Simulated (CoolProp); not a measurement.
Vapour-liquid equilibrium of CH2F2 (R32) (1) + R142b (2) at 195.4 K; x and y are mole fractions of (1).

Computed with CoolProp (multi-fluid Helmholtz-energy mixture model, Tillner-Roth 1997 and Lemmon 2006; pair parameters Bell 2016).

```tsv
x	bubble pressure (bar)	y at the bubble point	dew pressure at overall composition x (bar)	liquid density (mol/L)
0.05	0.03506	0.481	0.02005	13.66
0.15	0.06693	0.756	0.02226	14.36
0.25	0.09628	0.848	0.02502	15.13
0.35	0.1214	0.893	0.02855	15.97
0.45	0.1418	0.919	0.03325	16.90
0.55	0.1582	0.935	0.03981	17.94
0.65	0.1718	0.948	0.04958	19.11
0.75	0.1839	0.960	0.06569	20.43
0.85	0.1961	0.973	0.09706	21.93
0.95	0.2099	0.989	0.1735	23.68
```

No azeotrope shows between x = 0.05 and 0.95.

The pair parameters rest on a limited set of measurements; away from them the model extrapolates.
